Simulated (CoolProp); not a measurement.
Propyne at 298.15 K and 0.263 MPa is throttled through a valve to 0.038 MPa with no heat exchange. Each further row changes one setting.

The numbers come from the reference Helmholtz-energy equation of state, Polt 1992 in CoolProp. This equation is an older, rougher fit.

| case | temperature change (K) | final density (kg/m³) |
|---|---|---|
| as stated | -5.6 | 0.630 |
| outlet pressure 0.0114 MPa | … | … |
| outlet pressure 0.0494 MPa | … | … |

### Question
What belongs in the gaps?

### Answer

- outlet pressure 0.0114 MPa, temperature change (K): -6.2
- outlet pressure 0.0114 MPa, final density (kg/m³): 0.189
- outlet pressure 0.0494 MPa, temperature change (K): -5.3
- outlet pressure 0.0494 MPa, final density (kg/m³): 0.820
